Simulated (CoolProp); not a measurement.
Vapour-liquid equilibrium of CH2F2 (R32) (1) + fluoroethane (R161) (2) at 245.6 K; x and y are mole fractions of (1).

Computed with CoolProp (multi-fluid Helmholtz-energy mixture model, Tillner-Roth 1997 and Wu 2012; pair parameters Bell 2016).

Task: Give the bubble pressure and the first vapour's composition at x = 0.425, 0.65, 0.8. Is there an azeotrope?

Result: x = 0.425: 228.4 kPa, y = 0.577; x = 0.65: 258.3 kPa, y = 0.761; x = 0.8: 277.3 kPa, y = 0.868. No azeotrope shows between x = 0.05 and 0.95.

Pair parameters are fitted to limited data, so mixtures are less certain than the pure fluids.
